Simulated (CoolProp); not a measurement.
Model: reference Helmholtz-energy equation of state, Platzer 1990, in CoolProp. This equation is an older, rougher fit; its heat capacities, sound speeds and derivatives of the liquid may be far off and weren't checked against measurements.

**Question.** For c-C4F8 (RC318), give the phase and the conductivity (mW/(m K)), Prandtl number at 475.5 K and 0.101 MPa; 430.1 K and 5.23 MPa; 325.2 K and 1.8 MPa.

**Answer.** 
- 475.5 K and 0.101 MPa: gas; conductivity 24.4, Prandtl number 0.756
- 430.1 K and 5.23 MPa: supercritical; conductivity 36.9, Prandtl number 2.09
- 325.2 K and 1.8 MPa: liquid; conductivity 58.9, Prandtl number 5.10

Viscosity comes from a separate model (Huber 2003), an estimate that may be off by 10 % or more. Thermal conductivity comes from a separate model (Huber 2003), an estimate that may be off by 10 % or more.
